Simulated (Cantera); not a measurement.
A freely propagating, adiabatic, planar premixed flame of CH4 : O2 : N2 : H2O = 1 : 1.82 : 6.84 : 2.4 (molar parts), equivalence ratio 1.1, unburnt at 573 K and 1.01 bar; mixture-averaged transport, grid criteria slope 0.08 and curve 0.16, no radiation.

Model: GRI-Mech 3.0 (53 species, 325 reactions), integrated in Cantera. Burning velocities carry a grid error of a few per cent, more on coarse grids.

Task: What does this change do: inlet temperature 573 to 600 K?

Result: 
```csv
quantity,before,after
laminar burning velocity,51.3 cm/s,57.8 cm/s
thermal thickness,0.636 mm,0.608 mm
peak x(C2H6),0.000918,0.000941
peak x(HCO),1.45e-5,1.58e-5
```

Task: What does this change do: CH4 1 to 0.76 parts?

Result: 
```tsv
quantity	before	after
laminar burning velocity	51.3 cm/s	40.3 cm/s
thermal thickness	0.636 mm	0.746 mm
peak x(C2H6)	0.000918	0.000529
peak x(HCO)	1.45e-5	8.81e-6
```
